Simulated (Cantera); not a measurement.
Equilibrium for silicon nitride deposition: Si2Cl6 + NH3 + N2

A closed system holds: 1 mol Si2Cl6, 6 mol NH3, 8.1 mol N2, held at 5.00e-5 bar.

Cantera equilibrium calculation (NASA polynomials, part measured and part estimated; ideal gas, pure solids and liquids). Candidate condensed phases: NH4Cl, Si, Si3N4; 28 gas species. The feed counts by its element totals alone. The tables' values for SiCl, SiCl3, SiN are old estimates; treat these amounts as uncertain. Equilibrium is a limit: real reactors are often held back by kinetics, nucleation or transport.

```tsv
T (K)	x N2	x H2	x HCl	x H	x SiCl2	x Cl	x Si	n Si3N4(s)	n Si(s)
1273	0.457	0.295	0.225	5.48e-5	0.0214	3.55e-5	1.73e-8	0.501	0
1348	0.466	0.314	0.172	0.000183	0.0461	8.39e-5	6.53e-7	0.316	0
1423	0.475	0.334	0.120	0.000543	0.0706	0.000159	1.67e-5	0.125	0
1498	0.480	0.342	0.0937	0.00142	0.0823	0.000314	0.000201	0	0.0824
1573	0.479	0.341	0.0914	0.00336	0.0829	0.000715	0.00110	0	0.0368
1648	0.476	0.335	0.0942	0.00729	0.0800	0.00161	0.00438	0	0
1723	0.470	0.321	0.106	0.0146	0.0708	0.00375	0.0114	0	0
1798	0.460	0.298	0.123	0.0272	0.0571	0.00858	0.0224	0	0
1873	0.446	0.269	0.138	0.0474	0.0404	0.0184	0.0358	0	0
1948	0.429	0.236	0.144	0.0777	0.0238	0.0356	0.0491	0	0
2023	0.408	0.203	0.135	0.121	0.0109	0.0600	0.0590	0	0
```
x: gas mole fraction; n: condensed amount in mol.

From 1273 K to 1423 K the condensed part is Si3N4(s). From 1498 K to 1573 K the condensed part is Si(s). From 1648 K to 2023 K nothing is condensed. The main Si-bearing gas is SiCl2 at 1273 K and Si at 2023 K.
